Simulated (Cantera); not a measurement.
Charge: 1 mol C3H6, 0.26 mol H2O, 30 mol H2, held at 2173 K and 830000 Pa.

Method: chemical equilibrium by Gibbs-energy minimisation in Cantera with the NASA 1993 tables (ideal gas, pure condensed phases). Candidate condensed phases: C, C6H6, C7H8, C8H18, H2O; 110 gas species. Equilibrium is a limit: real reactors are often held back by kinetics, nucleation or transport.

Base state: H2 0.986, CO 0.00776, CH4 0.00225, C2H2 (acetylene) 0.00218, H 0.00166, CH3 7.31e-5, C2H4 4.93e-5 (mole fractions); condensed: C(graphite).

What changes in the equilibrium state with this change: H2O from 0.26 to 0.4 mol?


```csv
species,before,after
H2,0.986,0.982
CO,0.00776,0.0118
CH4,0.00225,0.00223
C2H4,4.93e-5,4.89e-5
CH3,7.31e-5,7.26e-5
C2H2 (acetylene),0.00218,0.00217
H,0.00166,0.00166
"C(graphite), mol",2.51,2.37
```

What changes in the equilibrium state with this change: H2O from 0.26 to 0.16 mol?


```
species            before    after
----------------  -------  -------
H2                  0.986    0.989
CO                0.00776  0.00481
CH4               0.00225  0.00226
C2H4              4.93e-5  4.96e-5
CH3               7.31e-5  7.34e-5
C2H2 (acetylene)  0.00218  0.00218
H                 0.00166  0.00167
C(graphite), mol     2.51     2.61
```
